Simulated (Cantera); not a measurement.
A closed system holds: 1 mol SiHCl3, 13 mol N2, equilibrated at 1.00 bar.

Method: chemical equilibrium by Gibbs-energy minimisation in Cantera with the NASA 1993 tables (ideal gas, pure condensed phases). Candidate condensed phases: NH4Cl, Si, Si3N4; 28 gas species. N2 is the only nitrogen source here; it is nearly inert below about 1500 K, so the nitride shown seldom forms there in practice. Kinetics and transport are ignored.

Over these rows the condensed part is Si3N4(s). Partial pressures as log10 of bar:

```json
[
 {"T (K)": "1098", "1000/T (1/K)": "0.9107", "log p SiCl2": "-6.08", "log p N2": "-0.05", "log p HCl": "-1.25", "log p SiCl4": "-1.41"},
 {"T (K)": "1123", "1000/T (1/K)": "0.8905", "log p SiCl2": "-5.78", "log p N2": "-0.05", "log p HCl": "-1.25", "log p SiCl4": "-1.41"},
 {"T (K)": "1148", "1000/T (1/K)": "0.8711", "log p SiCl2": "?", "log p N2": "-0.05", "log p HCl": "-1.25", "log p SiCl4": "-1.41"},
 {"T (K)": "1173", "1000/T (1/K)": "0.8525", "log p SiCl2": "-5.23", "log p N2": "-0.05", "log p HCl": "-1.25", "log p SiCl4": "-1.41"},
 {"T (K)": "1198", "1000/T (1/K)": "0.8347", "log p SiCl2": "-4.97", "log p N2": "-0.05", "log p HCl": "-1.24", "log p SiCl4": "-1.41"},
 {"T (K)": "1223", "1000/T (1/K)": "0.8177", "log p SiCl2": "-4.72", "log p N2": "-0.05", "log p HCl": "-1.24", "log p SiCl4": "-1.42"}
]
```

Task: Fit log p(SiCl2) = a + b·(1000/T) to the five rows, give the apparent enthalpy, and predict the row at 1148 K.

Result: Means: 1000/T = 0.8612, log p = -5.356. Sxy = -0.087252, Sxx = 0.0059789, so b = -14.59 and a = -5.356 − (-14.59)×0.8612 = 7.21.
Apparent enthalpy: −19.145 × (-14.59) = 279 kJ/mol. With the condensed phases at unit activity, 1/6 Si3N4(s) + 1/2 SiCl4(g) = SiCl2(g) + 1/3 N2(g) links this pressure to the main gases: over the six rows their terms move log p by -0.01 in all, so the slope is close to that reaction's ΔH°. The five rows lie within 0.01 of the line.
Prediction at 1148 K: 7.21 + (-14.59)×0.8711 = -5.50. The computed value is -5.50, 0.00 from the line.
